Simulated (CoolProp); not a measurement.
Computed with CoolProp (reference Helmholtz-energy equation of state, McLinden 2015).

For the fluoroketone C6F12O (FK-5-1-12), give the phase and the density (kg/m³), cp (kJ/(kg K)), isothermal compressibility (1/MPa), fugacity coefficient at 226.85 °C and 0.217 MPa; 226.85 °C and 4.67 MPa.


- 226.85 °C and 0.217 MPa: gas; density 16.9, cp 1.07, isothermal compressibility 4.73, fugacity coefficient 0.975
- 226.85 °C and 4.67 MPa: supercritical; density 717, cp 1.42, isothermal compressibility 0.193, fugacity coefficient 0.556
